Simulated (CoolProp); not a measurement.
The fluid at 342.29 K and 2.16 MPa is throttled through a valve to 1.01 MPa with no heat exchange. The same conditions are run with several fluids, on thermodynamics alone (safety and materials aside).

Values from CoolProp's reference Helmholtz-energy equation of state of each fluid (carbonyl sulfide: Lemmon 2006; sulfur hexafluoride: Guder 2009; C2F6 (R116): Lemmon 2006; R125: Lemmon 2005; R410A: Lemmon 2003). Blends and air are pseudo-pure fits.

| fluid | temperature change (K) | final density (kg/m³) |
|---|---|---|
| carbonyl sulfide | -19.5 | 25.0 |
| sulfur hexafluoride | -8.7 | 57.9 |
| C2F6 (R116) | -7.5 | 54.0 |
| R125 | -13.3 | 50.2 |
| R410A | -16.2 | 30.0 |
